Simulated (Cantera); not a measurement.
Input (Python, Cantera) and output of one run.

```python
import numpy as np
import cantera as ct

gas_names = """
    H HNO HNO2 HNO3 HO2 H2 H2O H2O2 N NH NH2 NH3 NH2OH NO NO2 NO3 N2 N2H2 N2H4 N2O O OH O2 O3 Si SiH
    SiH2 SiH3 SiH4 SiN SiO SiO2 Si2 Si2N Si3
""".split()
cond_names = """
    H2O(s) H2O(L) Si(cr) Si(L) SiO2(Lqz) SiO2(hqz) SiO2(L) Si2N2O(s) Si3N4(a)
""".split()


def load(file, names, dense=False):
    # The tables refer to 1 bar. Condensed volumes are neglected.
    table = {s.name: s for s in ct.Species.list_from_file(file)}
    out = []
    for n in names:
        d = dict(table[n].input_data)
        d["thermo"] = dict(d["thermo"], **{"reference-pressure": 1e5})
        if dense:
            d["equation-of-state"] = {"model": "constant-volume", "density": "1e6 g/cm^3"}
        out.append(ct.Species.from_dict(d))
    return out


gas = ct.Solution(thermo="ideal-gas", species=load("nasa_gas.yaml", gas_names))
cond = {s.name: ct.Solution(thermo="fixed-stoichiometry", species=[s], name=s.name)
        for s in load("nasa_condensed.yaml", cond_names, dense=True)}
atoms = {
    'Si3N4': {'Si': 3, 'N': 4},
    'N2O': {'N': 2, 'O': 1},
    'H2': {'H': 2},
}
top_T = {'Si2N2O(s)': 2100, 'Si3N4(a)': 2400}  # K; cautious upper limits of use, not melting points


def equilibrate(T, P, feed):
    n = {}
    for name, mol in feed.items():
        for a, k in atoms[name].items():
            n[a] = n.get(a, 0.0) + k * mol
    gas.TPX = T, P, n
    mass = sum(n.values()) * gas.mean_molecular_weight
    gas.equilibrate("TP")
    valid = [c for c in cond.values() if c.min_temp <= T <= top_T.get(c.name, c.max_temp)]
    mix = ct.Mixture([(gas, mass / gas.mean_molecular_weight)] + [(c, 0.0) for c in valid])
    mix.T, mix.P = T, P
    mix.equilibrate("TP", solver="vcs", rtol=1e-11, max_steps=5000)
    return mix


results = []
feed = {'Si3N4': 1, 'N2O': 0.11, 'H2': 1.4}  # mol
P = 1000  # Pa
for T in [1123, 1273, 1423, 1573, 1723, 1873, 2023]:
    mix = equilibrate(T, P, feed)
    results.append((T, P, feed, dict(zip(mix.species_names, mix.species_moles))))

top = {s: max(r[3][s] / sum(r[3][g] for g in gas_names) for r in results) for s in gas_names}
cols = sorted((s for s in top if top[s] > 1e-06), key=lambda s: -top[s])[:8]
seen = [c for c in cond_names if any(r[3].get(c, 0) > 1e-12 for r in results)]
print("log10 of partial pressures in bar; condensed amounts in mol")
print(f"{'T/K':>10s}" + "".join(f"{s[:9]:>10s}" for s in cols + seen))
for T, P, feed, n in results:
    ng = sum(n[g] for g in gas_names)
    print(f"{T:10.4g}" + "".join(f"{np.log10(max(n[s] / ng * P / 1e5, 1e-99)):10.3f}" for s in cols)
          + "".join(f"{n.get(c, 0):10.4g}" for c in seen))
```

Result:

```
log10 of partial pressures in bar; condensed amounts in mol
       T/K        H2        N2       SiO         H        Si       SiH      Si2N       SiN     Si(L) Si2N2O(s)  Si3N4(a)
      1123    -2.043    -3.023   -13.293    -8.392   -16.946   -16.563   -21.268   -17.417         0      0.11    0.9267
      1273    -2.043    -3.023   -10.096    -7.168   -13.141   -13.178   -16.412   -14.048         0      0.11    0.9267
      1423    -2.043    -3.023    -7.586    -6.199   -10.147   -10.517   -12.595   -11.399         0      0.11    0.9267
      1573    -2.044    -3.023    -5.564    -5.413    -7.731    -8.371    -9.522    -9.263         0    0.1096    0.9268
      1723    -2.123    -2.626    -4.036    -4.801    -6.007    -6.911    -7.326    -7.571    0.4306   0.09289    0.7887
      1873    -2.416    -2.236    -3.519    -4.398    -5.055    -6.293    -6.444    -6.616     2.886         0         0
      2023    -2.425    -2.240    -3.522    -3.934    -4.245    -5.649    -5.864    -5.973     2.866         0         0
```

Equilibrium computed with Cantera from the NASA thermochemical tables; the gas is ideal and each condensed phase is pure. Mutual solubility and eutectic melting of coexisting phases are not modelled. The tables' values for SiN are old estimates; treat these amounts as uncertain. Gases not in the tables: Si2H6 and higher silanes.
